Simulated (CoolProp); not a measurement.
Vapour pressure (bar) of R22: the reference equation beside estimates from Tc = 369.3 K, pc = 49.90 bar, ω = 0.221.

Computed with CoolProp (reference Helmholtz-energy equation of state, Kamei 1995).

```csv
T (K),reference,Redlich-Kwong,Soave-Redlich-Kwong
246.7,___,2.903,1.892
254.9,2.623,3.871,2.619
263.1,3.542,5.054,3.544
271.2,4.671,6.457,___
279.4,6.073,___,6.104
287.6,7.768,10.10,7.823
295.8,9.793,12.38,9.879
304,12.18,___,12.31
```

Task: What belongs in the gaps?

Result: 
- 246.7, reference: 1.899
- 271.2, Soave-Redlich-Kwong: 4.685
- 279.4, Redlich-Kwong: 8.138
- 304, Redlich-Kwong: 14.99

Absolute difference from the reference over all 8 rows, mean and median: Redlich-Kwong 36.9 and 36.1 %, Soave-Redlich-Kwong 0.5 and 0.4 %.
